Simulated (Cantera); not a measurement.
A closed system holds: 1 mol Ca(OH)2, 0.048 mol H2O, 0.089 mol H2, at 675 K.

Equilibrium computed with Cantera from the NASA thermochemical tables; the gas is ideal and each condensed phase is pure. Candidate condensed phases: Ca, CaO, Ca(OH)2, H2O; 14 gas species. The numbers say what is thermodynamically allowed, not how fast it happens.

Which condensed phases are stable at each of these points (P (Pa)): 10, 42, 180, 750, 3200, 13000, 56000, 240000, 1000000?


```tsv
P (Pa)	condensed phases	Ca condensed (%)
10	CaO(s)	100.0
42	CaO(s)	100.0
180	CaO(s)	100.0
750	CaO(s)	100.0
3200	CaO(s)	100.0
13000	CaO(s) + Ca(OH)2(s)	100.0
56000	Ca(OH)2(s)	100.0
240000	Ca(OH)2(s)	100.0
1000000	Ca(OH)2(s)	100.0
```

From 10.0 Pa to 32.0 mbar the condensed part is CaO(s). At 0.130 bar the condensed part is CaO(s) + Ca(OH)2(s). From 0.560 bar to 10.0 bar the condensed part is Ca(OH)2(s).
